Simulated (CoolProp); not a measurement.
Vapour-liquid equilibrium of cyclohexane (1) + dimethyl carbonate (2) at 0.00984 MPa; x and y are mole fractions of (1).

Values from CoolProp's multi-fluid Helmholtz-energy mixture model, Zhou 2014 and Zhou 2011; pair parameters Bell 2016.

| x | bubble temperature (K) | y at the bubble point | dew temperature at overall composition x (K) | liquid density (mol/L) |
|---|---|---|---|---|
| 0.05 | 297.0 | 0.334 | 303.3 | 11.63 |
| 0.2 | 288.9 | 0.610 | 300.2 | 11.23 |
| 0.35 | 287.4 | 0.660 | 296.6 | 10.78 |
| 0.5 | 287.2 | 0.666 | 292.4 | 10.37 |
| 0.65 | 287.2 | 0.668 | 287.6 | 10.00 |
| 0.8 | 287.4 | 0.697 | 288.8 | 9.677 |
| 0.95 | 289.6 | 0.850 | 291.3 | 9.374 |

y crosses x between x = 0.65 and 0.8: the model has an azeotrope there.

The pair parameters rest on a limited set of measurements; away from them the model extrapolates.
